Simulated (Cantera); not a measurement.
Chlorosilane synthesis and conversion: Si + Cl₂ + H₂

A closed system holds: 1 mol Si, 2.1 mol Cl₂, 0.82 mol H₂, at 14000 Pa.

Cantera equilibrium calculation (NASA polynomials, part measured and part estimated; ideal gas, pure solids and liquids). Candidate condensed phases: Si; 19 gas species. The tables' values for SiCl₃ are old estimates; treat these amounts as uncertain. Rates play no part.

```csv
T (K),log p SiCl₄,log p H₂,log p HCl,log p SiHCl₃,log p SiCl₃,log p SiCl₂,log p SiH₂Cl₂,log p SiH₃Cl
650,-1.14,-1.28,-1.84,-4.67,-8.81,<-12,-9.44,<-12
700,-1.14,-1.28,-1.83,-4.27,-7.79,-11.93,-8.59,<-12
750,-1.14,-1.28,-1.83,-3.93,-6.92,-10.43,-7.86,-12.44
800,-1.14,-1.28,-1.83,-3.63,-6.15,-9.12,-7.22,-11.45
850,-1.14,-1.28,-1.82,-3.38,-5.48,-7.98,-6.67,-10.59
900,-1.14,-1.29,-1.82,-3.16,-4.90,-6.97,-6.20,-9.85
950,-1.14,-1.29,-1.80,-2.97,-4.38,-6.09,-5.79,-9.20
1000,-1.15,-1.29,-1.79,-2.81,-3.92,-5.30,-5.43,-8.65
1050,-1.15,-1.30,-1.77,-2.67,-3.51,-4.61,-5.13,-8.17
1100,-1.16,-1.31,-1.74,-2.56,-3.16,-4.01,-4.88,-7.78
1150,-1.17,-1.32,-1.70,-2.48,-2.85,-3.50,-4.69,-7.48
```
log p: log10 of the partial pressure in bar; nothing condenses.

From 650 K to 1150 K nothing is condensed. The main Si-bearing gas is SiCl₄ throughout.
